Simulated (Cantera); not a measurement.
A perfectly stirred reactor is fed with 13.4 % CH3OH, 18.2 % O2, 68.5 % N2, equivalence ratio 1.1, at 110000 Pa; it is adiabatic with a 325 K inlet, and is followed from long to short residence time, starting on the burning branch (τ in s: 0.15, 0.067, 0.031, 0.014, 0.0063, 0.0029, 0.0013, 0.00059, 0.00027, 0.00012, 5.5e-05, 2.5e-05, 1.1e-05).

Computed with Cantera and GRI-Mech 3.0 (53 species, 325 reactions). GRI-Mech 3.0 was tuned for natural gas; its chemistry of methanol as a main component is partial and can be far from experiment.

Task: Predict: blow-out, bracketed by the residence times tried; x(CH3OH) at τ = 0.150 s; x(O2) at τ = 0.150 s; x(OH) at τ = 0.150 s; x(CH3OH) at τ = 1.30 ms; x(O2) at τ = 1.30 ms; x(OH) at τ = 1.30 ms.

Result: 
```json
{
  "blow_out_bracketed_by_the_residence_times_tried": "burning at 0.120 ms, out at 55.0 µs",
  "x(CH3OH) at τ = 0.150 s": "7.48e-7",
  "x(O2) at τ = 0.150 s": "0.00144",
  "x(OH) at τ = 0.150 s": "0.00284",
  "x(CH3OH) at τ = 1.30 ms": "2.27e-5",
  "x(O2) at τ = 1.30 ms": "0.0104",
  "x(OH) at τ = 1.30 ms": "0.00762"
}
```
